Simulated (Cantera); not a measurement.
Feed: 1 mol CuO, 18 mol CO, a varied amount of H2, equilibrated at 850 K and 9.60 bar.

These are equilibrium values from Cantera (NASA tables, ideal gas, pure condensed phases), not measurements of a reactor. Candidate condensed phases: C, C6H6, C7H8, C8H18, Cu, CuO, Cu(OH)2, Cu2O, H2O; 113 gas species. Kinetics and transport are ignored.

Problem. At 5 mol H2, list the 5 most abundant gas species with their mole fractions, and the condensed phases.

Solution. CO2 0.587, H2O 0.258, H2 0.0715, CO 0.0533, CH4 0.0306. Condensed: C(graphite) + Cu(s).
